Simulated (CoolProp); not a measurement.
Saturation properties of CF4 (R14) (Tc = -45.8 °C, pc = 3.762 MPa, ω = 0.178).

Computed with CoolProp (reference Helmholtz-energy equation of state, Platzer 1990). This equation is an older, rougher fit; its heat capacities, sound speeds and derivatives of the liquid may be far off and weren't checked against measurements.

```tsv
T (°C)	p (MPa)	liquid density (kg/m³)	vapour density (kg/m³)	enthalpy of vaporisation (kJ/kg)	surface tension (mN/m)	vapour viscosity (µPa s)
-109.05	0.3250	1497	22.88	122.9	8.68	10.1
-106.05	0.3805	1479	26.60	120.9	8.17	10.4
-102.95	0.4449	1460	30.94	118.6	7.65	10.6
-99.85	0.5172	1441	35.82	116.3	7.14	10.9
-96.85	0.5952	1421	41.11	113.9	6.66	11.2
-93.75	0.6846	1401	47.24	111.3	6.16	11.4
-90.65	0.7835	1380	54.11	108.6	5.67	11.7
-87.65	0.8890	1358	61.54	105.9	5.21	12.0
-84.55	1.009	1336	70.14	102.9	4.74	12.4
-81.45	1.140	1312	79.79	99.73	4.27	12.7
-78.45	1.278	1288	90.27	96.47	3.83	13.1
-75.35	1.434	1262	102.5	92.88	3.39	13.5
```

It boils at -128.0 °C under 1 atm.

Viscosity comes from a separate model (Huber 2003), an estimate that may be off by 10 % or more. Surface tension comes from a separate correlation (Mulero 2012).
